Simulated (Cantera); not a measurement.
An isothermal, constant-pressure homogeneous reactor starts with 5.56 % C₂H₆, 94.4 % N₂, at 1700 K and 0.0970 bar.

Cantera simulation using GRI-Mech 3.0 (53 species, 325 reactions); the numbers are that mechanism's predictions, not measurements. GRI-Mech 3.0 stops at C3 and has no aromatics, soot or wall deposition, so with more carbon than oxygen in the feed, carbon stays in small species such as C2H2 where larger ones or solid carbon would form.

Problem. Predict: x(C₂H₆) at 4.00 s; x(CH₃) at 4.00 s; x(H₂) at 4.00 s; x(HCN) at 4.00 s; x(C₂H₂) at 4.00 s; x(C₂H₄) at 4.00 s; x(C₂H) at 4.00 s.

Solution. 
| Property | Value |
|---|---|
| x(C₂H₆) at 4.00 s | 4.22e-9 (gas-phase equilibrium 1.69e-10) |
| x(CH₃) at 4.00 s | 9.15e-6 (gas-phase equilibrium 1.52e-6) |
| x(H₂) at 4.00 s | 0.0995 (gas-phase equilibrium 0.0998) |
| x(HCN) at 4.00 s | 1.22e-5 (gas-phase equilibrium 0.0670) |
| x(C₂H₂) at 4.00 s | 0.0498 (gas-phase equilibrium 0.0165) |
| x(C₂H₄) at 4.00 s | 2.33e-5 (gas-phase equilibrium 7.72e-6) |
| x(C₂H) at 4.00 s | 4.18e-7 (gas-phase equilibrium 1.39e-7) |
